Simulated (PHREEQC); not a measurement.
Make-up at 25 °C: 0.0014 mol/kgw Na2B4O7, 0.0064 mol/kgw NaOH and 0.00093 mol/kgw KCl. Closed to the air; pH follows from the charge balance.

Model: ion-association model, phreeqc.dat, run in PHREEQC.

```json
{
  "pH": "11.51",
  "ionic_strength": "0.0101 mol/kgw",
  "total_alkalinity": "9.20 meq/kg"
}
```

```csv
species,molality,activity,log γ
Na+,0.00920,0.00831,-0.044
H2BO3-,0.00557,0.00502,-0.045
OH-,0.00363,0.00326,-0.046
Cl-,0.000930,0.000837,-0.046
K+,0.000930,0.000837,-0.046
H3BO3,2.70e-5,2.71e-5,0.001
```

Precipitation was switched off in this run.
